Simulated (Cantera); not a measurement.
An isothermal, constant-pressure homogeneous reactor starts with CH4 : H2 = 0.01 : 1 (molar parts), at 1950 K and 6000 Pa. Integrator tolerance rtol = 1e-08.

Cantera simulation using GRI-Mech 3.0 (53 species, 325 reactions); the numbers are that mechanism's predictions, not measurements. GRI-Mech 3.0 stops at C3 and has no aromatics, soot or wall deposition, so with more carbon than oxygen in the feed, carbon stays in small species such as C2H2 where larger ones or solid carbon would form.

Problem. What does this change do: 0.0025 parts H2O added?

Solution. 
```csv
quantity,before,after
x(CH4) at 7.00 s,8.59e-5 (gas-phase equilibrium 8.52e-5),0.000155 (gas-phase equilibrium 7.34e-5)
x(H2) at 7.00 s,0.990 (gas-phase equilibrium 0.990),0.989 (gas-phase equilibrium 0.989)
x(C2H2) at 7.00 s,0.00484 (gas-phase equilibrium 0.00484),0.00373 (gas-phase equilibrium 0.00361)
x(C2H4) at 7.00 s,2.57e-6 (gas-phase equilibrium 2.57e-6),1.98e-6 (gas-phase equilibrium 1.91e-6)
x(CH2) at 7.00 s,4.79e-8 (gas-phase equilibrium 4.75e-8),8.65e-8 (gas-phase equilibrium 4.10e-8)
```
